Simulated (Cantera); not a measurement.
Feed: 1 mol B, 0.014 mol Cl₂, 0.66 mol N₂, held at 2.90 bar.

Equilibrium computed with Cantera from the NASA thermochemical tables; the gas is ideal and each condensed phase is pure. Candidate condensed phases: B, BN; 10 gas species. N₂ is the only nitrogen source here; it is nearly inert below about 1500 K, so the nitride shown seldom forms there in practice. Equilibrium is a limit: real reactors are often held back by kinetics, nucleation or transport. All values below are at 1323 K.

Base state: N₂ 0.946, BCl₃ 0.0536 (mole fractions); condensed: BN(s).

**Question.** What changes in the equilibrium state with this change: Cl₂ from 0.014 to 0.12 mol?

**Answer.** 
```csv
species,before,after
N₂,0.946,0.714
BCl₃,0.0536,0.286
Cl,7.35e-6,1.22e-5
"BN(s), mol",0.991,0.920
```

**Question.** What changes in the equilibrium state with this change: B replaced by Fe₂O₃?

**Answer.** 
| species | before | after |
|---|---|---|
| N₂ | 0.946 | 0.975 |
| Cl₂ | 6.79e-7 | 0.00833 |
| O₂ | 0 | 0.00676 |
| BCl₃ | 0.0536 | 0 |
| FeCl₃ | 0 | 0.00572 |
| FeCl₂ | 0 | 0.00334 |
| NO | 0 | 9.15e-5 |
| BN(s), mol | 0.991 | 0 |
| Fe₂O₃(s), mol | 0 | 0.997 |
Further candidate phases: Fe, FeCl₂, FeCl₃, FeO, Fe₂O₃, Fe₃O₄.
